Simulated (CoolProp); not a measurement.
Model: reference Helmholtz-energy equation of state, Setzmann 1991, in CoolProp.

Task: For methane, give the phase and the density (kg/m³), fugacity coefficient at -111.25 °C and 4.29 bar.

Result: 
- -111.25 °C and 4.29 bar: gas; density 5.39, fugacity coefficient 0.950
